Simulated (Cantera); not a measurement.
A Cantera script and what it prints.

```python
import numpy as np
import cantera as ct

gas_names = [...]  # 116 gases of nasa_gas.yaml made of C, H, Mg, O
cond_names = """
    C(gr) C6H6(L) C7H8(L) C8H18(L),n-octa H2O(s) H2O(L) Mg(cr) Mg(L) MgCO3(s) MgO(s) MgO(L) MgO2H2(s)
""".split()


# ... load() reads the species with a 1 bar reference pressure and builds the phases ...
atoms = {
    'Mg(OH)2': {'Mg': 1, 'O': 2, 'H': 2},
    'CO2': {'C': 1, 'O': 2},
    'O2': {'O': 2},
}
top_T = {'C(gr)': 4500}  # K; cautious upper limits of use, not melting points


# ... equilibrate(T, P, feed) seeds the gas with the atoms and calls Mixture.equilibrate('TP', solver="vcs", rtol=1e-11, max_steps=5000) ...
results = []
T = 1475  # K
P = 13332.2  # Pa
for m in [0.13, 0.21, 0.34, 0.55, 0.89, 1.4, 2.3, 3.7, 6, 9.7]:
    feed = {'Mg(OH)2': 1, 'CO2': m, 'O2': 0.011}  # mol
    mix = equilibrate(T, P, feed)
    results.append((T, P, feed, dict(zip(mix.species_names, mix.species_moles))))

top = {s: max(r[3][s] / sum(r[3][g] for g in gas_names) for r in results) for s in gas_names}
cols = sorted((s for s in top if top[s] > 0.0001), key=lambda s: -top[s])[:5]
seen = [c for c in cond_names if any(r[3].get(c, 0) > 1e-12 for r in results)]
print("log10 of partial pressures in bar; condensed amounts in mol")
print(f"{'n(CO2)':>10s}" + "".join(f"{s[:9]:>10s}" for s in cols + seen))
for T, P, feed, n in results:
    ng = sum(n[g] for g in gas_names)
    print(f"{feed['CO2']:10.4g}" + "".join(f"{np.log10(max(n[s] / ng * P / 1e5, 1e-99)):10.3f}" for s in cols)
          + "".join(f"{n.get(c, 0):10.4g}" for c in seen))
```

Result:

```
log10 of partial pressures in bar; condensed amounts in mol
    n(CO2)       CO2       H2O        O2        CO        OH    MgO(s)
      0.13    -1.819    -0.932    -2.892    -5.848    -4.722         1
      0.21    -1.640    -0.962    -2.921    -5.655    -4.744         1
      0.34    -1.474    -1.006    -2.965    -5.468    -4.777         1
      0.55    -1.328    -1.069    -3.027    -5.291    -4.824         1
      0.89    -1.205    -1.154    -3.111    -5.125    -4.888         1
       1.4    -1.111    -1.257    -3.213    -4.981    -4.965         1
       2.3    -1.033    -1.395    -3.347    -4.836    -5.068         1
       3.7    -0.980    -1.548    -3.494    -4.709    -5.181         1
         6    -0.943    -1.721    -3.654    -4.591    -5.307         1
       9.7    -0.918    -1.905    -3.815    -4.486    -5.440         1
```

Cantera equilibrium calculation (NASA polynomials, part measured and part estimated; ideal gas, pure solids and liquids).
